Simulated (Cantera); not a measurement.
Charge: 1 mol B₂O₃, 4.1 mol H₂, held at 1523.15 K and 10.0 mbar.

Method: chemical equilibrium by Gibbs-energy minimisation in Cantera with the NASA 1993 tables (ideal gas, pure condensed phases). Candidate condensed phases: B, B₂O₃, B₃O₃H₃, H₂O; 23 gas species. Rates play no part.

Base state: H₂ 0.981, HBO 0.00753, HBO₂ 0.00721, B₂O₃ 0.00346, H₂O 0.000591, B₂O₂ 0.000405, H 0.000229, BO 4.44e-5 (mole fractions); condensed: B₂O₃(l).

Problem. What changes in the equilibrium state with this change: temperature from 1523.15 K to 1773 K?

Solution. 
```json
[
 {"species": "H₂", "before": "0.981", "after": "0.742"},
 {"species": "B₂O₃", "before": "0.00346", "after": "0.126"},
 {"species": "HBO₂", "before": "0.00721", "after": "0.0667"},
 {"species": "B₂O₂", "before": "0.000405", "after": "0.0114"},
 {"species": "HBO", "before": "0.00753", "after": "0.0460"},
 {"species": "BO₂", "before": "6.41e-8", "after": "1.66e-5"},
 {"species": "BO", "before": "4.44e-5", "after": "0.00279"},
 {"species": "H", "before": "0.000229", "after": "0.00245"},
 {"species": "B₂O₃(l), mol", "before": "0.953", "after": "0"}
]
```
